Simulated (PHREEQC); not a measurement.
A made-up water analysis in mg/L, 20 °C, pH 3.98, pe 10.1: Na 1300; K 348; Ca 724; Mg 1600; Cl 2000; S(6) as SO4 8960; Pb 29.2.

Valence states are taken as typed.

Equilibrium calculation in PHREEQC: ion-association model, wateq4f.dat.

Problem. The ionic strength comes out as 0.257 mol/kgw. What activity coefficients do H+, K+, Ca+2, NaSO4-, KSO4- get?

Solution. H+ 0.79, K+ 0.70, Ca+2 0.30, NaSO4- 0.73, KSO4- 0.73.

No solid was allowed to form. The solution is supersaturated, for example in Anglesite, Gypsum, so a real one may precipitate; this is no full list.
